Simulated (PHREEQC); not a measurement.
Synthetic water in mg/kgw, 75 °C, pH 6.72, pe 11: Na 0.192; K 0.0336; Ca 0.668; Mg 0.0546; Cl 0.293; S(6) as SO4 1; Alkalinity as HCO3 1.18; Cu(2) 0.0496; Ni 0.000487.

Valence states are taken as typed.

All values are PHREEQC results (ion-association model, wateq4f.dat), not measurements.

Each row changes one thing in this solution. This is a speciation only: nothing precipitates in the calculation.

```tsv
case	HCO3- (mol/kgw)	CO2 (mol/kgw)	Cu+2 (mol/kgw)	Cu(OH)2 (mol/kgw)	CuOH+ (mol/kgw)	Cu2(OH)2+2 (mol/kgw)	SI of Cu(OH)2 (Cu(OH)2)	SI of Malachite (Cu2(OH)2CO3)
as made	1.79e-5	7.08e-6	4.54e-7	2.49e-7	2.30e-8	1.66e-8	+0.04	-0.39
Ca from 0.668 to 2 mg/kgw	1.79e-5	7.05e-6	4.57e-7	2.47e-7	2.29e-8	1.66e-8	+0.04	-0.40
Alkalinity from 1.18 to 3.54 mg/kgw	5.65e-5	2.23e-5	4.32e-7	2.36e-7	2.18e-8	1.50e-8	+0.02	+0.06
temperature from 75 to 15 °C at the same typed pH	1.89e-5	9.36e-6	4.78e-7	2.64e-7	2.43e-8	9.46e-11	-1.93	-2.90
all concentrations times 4 at the same typed pH	7.37e-5	2.89e-5	1.56e-6	8.19e-7	7.65e-8	1.88e-7	+0.56	+1.26
```

Some of these states are supersaturated (in Tenorite (slow to form), Malachite, Cu(OH)2, for instance). At this temperature some constants are extrapolated from 25 °C, and those without enthalpy data are left unchanged. The database's constant for dissolved Cu(OH)2 is higher than later reviews accept. The database's nickel carbonate constants are estimates that later reviews lower a good deal.
